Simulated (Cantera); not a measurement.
Input (Python, Cantera):

```python
import numpy as np
import cantera as ct

gas = ct.Solution("h2o2.yaml")
gas.TPX = 550, 15000, {'H2': 1, 'O2': 0.602, 'N2': 2.27, 'H2O': 0.0047}
flame = ct.FreeFlame(gas, width=0.15)
flame.set_refine_criteria(ratio=3, slope=0.08, curve=0.16)
flame.transport_model = "mixture-averaged"
flame.solve(loglevel=0, auto=True)
z, T = flame.grid, flame.T
thick = (T[-1] - T[0]) / np.gradient(T, z).max()
show = ['H2', 'O2', 'HO2', 'H2O2', 'OH', 'H2O']
print(f"laminar burning velocity  {flame.velocity[0] * 100:.3f} cm/s")
print(f"burnt temperature         {T[-1]:.1f} K")
print(f"thermal thickness         {thick * 1e3:.4f} mm")
print(f"grid points               {len(z)}")
z0 = z[flame.heat_release_rate.argmax()]
print(f"{'z/mm':>9s}{'T/K':>9s}{'u/(m/s)':>9s}" + "".join(f"{s:>11s}" for s in show))
rows = []
for k in (-3, -2, -1.5, -1, -0.5, -0.25, 0, 0.25, 0.5, 1, 2, 4, 8):
    zz = z0 + k * thick
    rows.append([k * thick, np.interp(zz, z, T), np.interp(zz, z, flame.velocity),
                 *(np.interp(zz, z, flame.X[gas.species_index(s)]) for s in show)])
    print(f"{rows[-1][0] * 1e3:9.3f}{rows[-1][1]:9.1f}{rows[-1][2]:9.3f}" + "".join(f"{x:11.3e}" for x in rows[-1][3:]))
```

Result:

```
laminar burning velocity  464.353 cm/s
burnt temperature         2309.4 K
thermal thickness         5.3758 mm
grid points               139
     z/mm      T/K  u/(m/s)         H2         O2        HO2       H2O2         OH        H2O
  -16.127    550.0    4.644  2.580e-01  1.553e-01  4.059e-15 -3.021e-17  2.335e-20  1.212e-03
  -10.752    550.0    4.644  2.580e-01  1.553e-01  5.827e-12  1.791e-16  1.929e-16  1.212e-03
   -8.064    550.0    4.644  2.580e-01  1.553e-01  4.127e-10  2.475e-14  2.470e-14  1.212e-03
   -5.376    550.0    4.644  2.579e-01  1.553e-01  1.680e-07  6.169e-11  4.946e-11  1.212e-03
   -2.688    556.2    4.690  2.564e-01  1.553e-01  6.704e-05  9.825e-07  2.526e-05  1.575e-03
   -1.344    690.1    5.742  2.338e-01  1.520e-01  4.657e-05  2.088e-06  3.751e-04  1.312e-02
    0.000   1084.6    8.739  1.163e-01  1.103e-01  1.908e-05  9.052e-07  2.907e-03  1.027e-01
    1.344   1363.9   10.856  3.748e-02  5.750e-02  8.576e-06  1.075e-06  7.951e-03  1.934e-01
    2.688   1487.7   11.758  3.248e-02  5.035e-02  6.418e-06  7.887e-07  1.041e-02  2.061e-01
    5.376   1628.0   12.746  3.238e-02  4.684e-02  4.926e-06  4.539e-07  1.310e-02  2.145e-01
   10.752   1778.6   13.774  3.083e-02  4.337e-02  3.695e-06  2.355e-07  1.554e-02  2.247e-01
   21.503   1930.3   14.777  2.732e-02  3.993e-02  2.693e-06  1.274e-07  1.711e-02  2.368e-01
   43.006   2072.5   15.689  2.211e-02  3.670e-02  1.986e-06  7.908e-08  1.729e-02  2.499e-01
```

Computed with Cantera and the H2/O2 subset of GRI-Mech 3.0, which has no nitrogen chemistry. Burning velocities carry a grid error of a few per cent, more on coarse grids.
